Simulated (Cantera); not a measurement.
A freely propagating, adiabatic, planar premixed flame of H2 : O2 : N2 = 1 : 0.263 : 0.947 (molar parts), unburnt at 575 K and 1.20 bar; mixture-averaged transport, grid criteria slope 0.08 and curve 0.16, no radiation.

Computed with Cantera and the H2/O2 subset of GRI-Mech 3.0, which has no nitrogen chemistry. Burning velocities carry a grid error of a few per cent, more on coarse grids.

Q: How do the results move with these cheaper or finer settings: unity-Lewis-number transport; multicomponent transport; multicomponent+Soret transport; grid criteria slope 0.5, curve 1; grid criteria slope 0.25, curve 0.5; grid criteria slope 0.03, curve 0.06?

A: 
| setting | laminar burning velocity | thermal thickness | peak x(OH) | peak x(HO2) | grid points |
|---|---|---|---|---|---|
| as above | 882 cm/s | 0.349 mm | 0.00648 | 0.000327 | 134 |
| unity-Lewis-number transport | 542 cm/s | 0.303 mm | 0.00650 | 0.000256 | 119 |
| multicomponent transport | 861 cm/s | 0.351 mm | 0.00647 | 0.000326 | 134 |
| multicomponent+Soret transport | 831 cm/s | 0.343 mm | 0.00646 | 0.000329 | 134 |
| grid criteria slope 0.5, curve 1 | 1000 cm/s | 0.470 mm | 0.00722 | 0.000307 | 42 |
| grid criteria slope 0.25, curve 0.5 | 932 cm/s | 0.398 mm | 0.00694 | 0.000320 | 66 |
| grid criteria slope 0.03, curve 0.06 | 873 cm/s | 0.338 mm | 0.00638 | 0.000329 | 293 |
Unity Lewis numbers drop preferential diffusion, which matters most where H2 and H carry the flame; Soret adds thermal diffusion.
